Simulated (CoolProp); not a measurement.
A single-stage vapour-compression cycle with the fluid: evaporating at 325.15 K (dew point), condensing at 390.15 K (bubble point), superheat 0 K, subcooling 5 K, compressor efficiency 0.8, no pressure losses. The same conditions are run with several fluids, on thermodynamics alone (safety and materials aside).

Model: reference Helmholtz-energy equation of state of each fluid (R114: Platzer 1990; toluene: Lemmon 2006; n-perfluoropentane: Gao 2022; vinyl chloride: Thol 2022; R113: Marx 1992; isobutane: Bücker 2006), in CoolProp. The equations of Platzer and Polt are older, rougher fits.

| fluid | cooling COP | pressure ratio | discharge temperature (K) | refrigerating effect (kJ/kg) | volumetric capacity (kJ/m³) |
|---|---|---|---|---|---|
| R114 | 2.19 | 4.18 | 390.1 | 49.2 | 1670 |
| toluene | 3.32 | 9.06 | ? | 283 | 130 |
| n-perfluoropentane | 0.989 | 5.14 | 390.2 | 12.8 | ? |
| vinyl chloride | 2.89 | 3.82 | 418.6 | 191 | 4150 |
| R113 | 2.91 | 5.46 | 390.1 | 83.9 | 713 |
| isobutane | 2.04 | 3.75 | 390.1 | ? | 2190 |

Question: Complete the blanks.

Answer: 
- toluene, discharge temperature (K): 391.2
- n-perfluoropentane, volumetric capacity (kJ/m³): 329
- isobutane, refrigerating effect (kJ/kg): 118

The compression ends wet for: R114; n-perfluoropentane; R113; isobutane.
